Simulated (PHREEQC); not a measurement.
Ca(OH)2 is added in steps, without added water, to 1 kg of water holding 0.024 mol/kgw HF and 0.002 mol/kgw NH4F, at 13 °C. Oxygen is held at 0.21 atm. CO2 from the air is kept out. Solids allowed: Fluorite. Others were left out.

Base run: PHREEQC, ion-association model, phreeqc.dat. Each further column changes one thing. The table gives F- (mol/kgw).

```tsv
Ca(OH)2 added (mol)	base	NH4F from 0.002 to 0.0018 mol/kgw	no solid may form
0	0.00527	0.00515	0.00527
0.0015	0.00501	0.00489	0.00709
0.003	0.00473	0.00460	0.00924
0.0045	0.00442	0.00429	0.0117
0.006	0.00409	0.00395	0.0143
0.0075	0.00371	0.00357	0.0170
0.009	0.00327	0.00312	0.0199
0.0105	0.00273	0.00257	0.0229
0.012	0.00201	0.00181	0.0260
0.0135	0.000200	0.000188	0.0260
0.015	0.000124	0.000122	0.0260
```

Away from 25 °C the constants follow the database's enthalpies or fits; those with neither stay at their 25 °C values. In at least one series the solution becomes supersaturated in solids that the run did not let form, among them Fluorite.
